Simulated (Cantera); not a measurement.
Input: 1 mol B, 31 mol N2, 0.0001 mol O2, equilibrated at 25.0 mbar.

Equilibrium computed with Cantera from the NASA thermochemical tables; the gas is ideal and each condensed phase is pure. Candidate condensed phases: B, BN, B2O3; 17 gas species. N2 is the only nitrogen source here; it is nearly inert below about 1500 K, so the nitride shown seldom forms there in practice. Mutual solubility and eutectic melting of coexisting phases are not modelled. The numbers say what is thermodynamically allowed, not how fast it happens.

Question: Which condensed phases are stable at each of these points (T (°C)): 725, 800, 875, 950, 1025, 1100, 1175, 1250, 1325, 1400, 1475, 1550, 1625, 1700?

Answer: 
```tsv
T (°C)	condensed phases	B condensed (%)
725	BN(s) + B2O3(l)	100.0
800	BN(s) + B2O3(l)	100.0
875	BN(s) + B2O3(l)	100.0
950	BN(s) + B2O3(l)	100.0
1025	BN(s)	100.0
1100	BN(s)	100.0
1175	BN(s)	100.0
1250	BN(s)	100.0
1325	BN(s)	100.0
1400	BN(s)	100.0
1475	BN(s)	100.0
1550	BN(s)	100.0
1625	BN(s)	100.0
1700	BN(s)	100.0
```

From 725 °C to 950 °C the condensed part is BN(s) + B2O3(l). From 1025 °C to 1700 °C the condensed part is BN(s).
